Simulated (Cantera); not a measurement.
An adiabatic, constant-pressure homogeneous reactor starts with CH₄ : H₂ : O₂ : N₂ = 1 : 1.2 : 1.18 : 4.44 (molar parts), at 1650 K and 10500 Torr. Integrator tolerance rtol = 1e-08.

Detailed kinetics in Cantera: GRI-Mech 3.0 (53 species, 325 reactions). The pressure lies above the range GRI-Mech 3.0 was tuned for (to about 10 atm).

**Question.** What does this change do: constant volume in place of constant pressure?

**Answer.** 
| quantity | before | after |
|---|---|---|
| time of steepest temperature rise | 9.41 µs | 7.90 µs |
| temperature at 7.00 s | 2705 K | 2970 K |
| equilibrium temperature | 2705 K | 2970 K |
| x(CH₄) at 7.00 s | 2.22e-9 (gas-phase equilibrium 2.50e-9) | 3.82e-9 (gas-phase equilibrium 4.29e-9) |
| x(H₂) at 7.00 s | 0.219 (gas-phase equilibrium 0.219) | 0.216 (gas-phase equilibrium 0.216) |
| x(O₂) at 7.00 s | 6.98e-6 (gas-phase equilibrium 6.98e-6) | 2.60e-5 (gas-phase equilibrium 2.60e-5) |
| x(N₂O) at 7.00 s | 2.51e-8 (gas-phase equilibrium 2.51e-8) | 9.94e-8 (gas-phase equilibrium 9.94e-8) |
| x(OH) at 7.00 s | 0.00124 (gas-phase equilibrium 0.00124) | 0.00273 (gas-phase equilibrium 0.00273) |
